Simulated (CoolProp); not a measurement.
C3F8 (R218) along the isobar 0.802 MPa: fugacity coefficient from the reference equation and from simpler models built on Tc = 345.0 K, pc = 2.640 MPa, ω = 0.317; each cubic takes its own stable root.

Model: reference Helmholtz-energy equation of state, Lemmon 2006, in CoolProp. It is a short technical equation, of lower accuracy than the large ones.

```csv
T (K),phase,reference,van der Waals,Redlich-Kwong,Soave-Redlich-Kwong,Peng-Robinson
217.8,liquid,0.05106,0.3604,0.1134,0.05115,0.05154
238,liquid,0.1343,0.5476,0.2448,0.1354,0.1344
258.2,liquid,0.2905,0.7732,0.4490,0.2945,0.2896
278.4,liquid,0.5402,0.8500,0.7269,0.5491,0.5374
298.6,gas,0.8331,0.8730,0.8463,0.8351,0.8241
318.8,gas,0.8690,0.8914,0.8724,0.8670,0.8563
339,gas,0.8950,0.9064,0.8930,0.8919,0.8816
359.2,gas,0.9146,0.9188,0.9095,0.9118,0.9018
379.4,gas,0.9299,0.9291,0.9230,0.9278,0.9182
399.6,gas,0.9421,0.9377,0.9340,0.9408,0.9317
419.8,gas,0.9519,0.9451,0.9432,0.9514,0.9428
440,gas,0.9600,0.9514,0.9509,0.9603,0.9520
```

At some of these states van der Waals gives the other phase, because its saturation line lies elsewhere.
